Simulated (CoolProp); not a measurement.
Values from CoolProp's reference Helmholtz-energy equation of state, Beckmüller 2019.

For n-octane, give the phase and the Z, expansivity (1/kK), fugacity coefficient at 550.4 K and 2.66 MPa; 550.4 K and 3.46 MPa.


- 550.4 K and 2.66 MPa: liquid; Z 0.160, expansivity 6.52, fugacity coefficient 0.524
- 550.4 K and 3.46 MPa: liquid; Z 0.201, expansivity 4.89, fugacity coefficient 0.422
